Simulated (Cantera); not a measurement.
Thermodynamics of iron carbonyl, mercury and lead vapours, feed Fe(CO)₅ + H₂ + N₂

Input: 1 mol Fe(CO)₅, 4.3 mol H₂, 7 mol N₂, held at 1252 °C.

Cantera equilibrium calculation (NASA polynomials, part measured and part estimated; ideal gas, pure solids and liquids). Candidate condensed phases: C, C₆H₆, C₇H₈, C₈H₁₈, Fe, Fe(CO)₅, FeO, Fe(OH)₂, Fe(OH)₃, Fe₂O₃, Fe₃O₄, H₂O; 140 gas species. The numbers say what is thermodynamically allowed, not how fast it happens.

| P (Pa) | x N₂ | x CO | x H₂ | x Fe | x CH₄ | x H₂O | n Fe(γ) |
|---|---|---|---|---|---|---|---|
| 10 | 0.428 | 0.306 | 0.262 | 0.00253 | 9.75e-11 | 1.86e-6 | 0.959 |
| 100 | 0.429 | 0.307 | 0.263 | 0.000253 | 3.11e-9 | 5.91e-6 | 0.996 |
| 1000 | 0.429 | 0.307 | 0.264 | 2.53e-5 | 9.84e-8 | 1.88e-5 | 1.000 |
| 10000 | 0.429 | 0.307 | 0.264 | 2.53e-6 | 3.06e-6 | 6.03e-5 | 1.000 |
| 100000 | 0.430 | 0.306 | 0.263 | 2.53e-7 | 8.38e-5 | 0.000219 | 1.000 |
| 1000000 | 0.431 | 0.305 | 0.260 | 2.53e-8 | 0.00141 | 0.00126 | 1.00 |
x: gas mole fraction; n: condensed amount in mol.

From 10.0 Pa to 10.0 bar the condensed part is Fe(γ). The main Fe-bearing gas is Fe throughout.
